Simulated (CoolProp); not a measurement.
Properties of propylene glycol along the isotherm 502.5 K (Tc = 674.0 K, pc = 7.292 MPa, ω = 0.327).

Values from CoolProp's reference Helmholtz-energy equation of state, Eisenbach 2021.

| p (MPa) | phase | Z | cp (kJ/(kg K)) | cv (kJ/(kg K)) | speed of sound (m/s) | fugacity coefficient |
|---|---|---|---|---|---|---|
| 0.115 | gas | 0.9836 | 2.614 | 2.494 | 235.9 | 0.9838 |
| 0.237 | gas | 0.9654 | 2.637 | 2.504 | 232.0 | 0.9667 |
| 0.486 | liquid | 0.01044 | 3.602 | 2.975 | 897.6 | 0.6282 |
| 0.998 | liquid | 0.02142 | 3.599 | 2.974 | 901.5 | [?] |
| 2.05 | liquid | 0.04391 | 3.594 | 2.972 | 909.5 | 0.1540 |
| 4.21 | liquid | 0.08985 | 3.584 | 2.969 | 925.3 | 0.07854 |
| 8.65 | liquid | 0.1833 | 3.564 | 2.963 | 956.2 | 0.04201 |
| 17.8 | liquid | 0.3723 | 3.531 | [?] | [?] | 0.02475 |
| 36.5 | liquid | 0.7466 | 3.480 | 2.940 | 1115 | 0.01777 |

Q: What belongs in the gaps?

A: 
- 0.998, fugacity coefficient: 0.3093
- 17.8, cv (kJ/(kg K)): 2.953
- 17.8, speed of sound (m/s): 1014
